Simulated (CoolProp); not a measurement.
Vapour-liquid equilibrium of CHF3 (R23) (1) + R125 (2) at -38.25 °C; x and y are mole fractions of (1).

The numbers come from the multi-fluid Helmholtz-energy mixture model, Penoncello 2003 and Lemmon 2005; pair parameters Bell 2016 in CoolProp.

Problem. Give the bubble pressure and the first vapour's composition at x = 0.15, 0.25, 0.55. Is there an azeotrope?

Solution. x = 0.15: 0.2418 MPa, y = 0.418; x = 0.25: 0.2990 MPa, y = 0.577; x = 0.55: 0.4763 MPa, y = 0.829. No azeotrope shows between x = 0.05 and 0.95.

The pair parameters rest on a limited set of measurements; away from them the model extrapolates.
